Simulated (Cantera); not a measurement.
A closed system holds: 1 mol SiC, a varied amount of CO2, 4.4 mol H2, at 1225 °C and 1.33 mbar.

These are equilibrium values from Cantera (NASA tables, ideal gas, pure condensed phases), not measurements of a reactor. Candidate condensed phases: C, C6H6, C7H8, C8H18, H2O, Si, SiC, SiO2; 123 gas species. Rates play no part.

### Question
What share of the Si ends up in condensed phases as a function of n(CO2) (mol), at 0.076, 0.21, 0.34, 0.48, 0.61, 0.74, 0.88, 1, 1.1, 1.3, 1.4, 1.5?

### Answer
```tsv
n(CO2) (mol)	Si condensed (%)	as
0.076	96.2	SiC(s)
0.21	89.5	SiC(s)
0.34	83.0	SiC(s)
0.48	76.0	SiC(s)
0.61	69.5	SiC(s)
0.74	63.0	SiC(s)
0.88	56.0	SiC(s)
1	50.0	SiC(s)
1.1	45.0	SiC(s)
1.3	35.0	SiC(s)
1.4	30.0	SiC(s)
1.5	25.0	SiC(s)
```
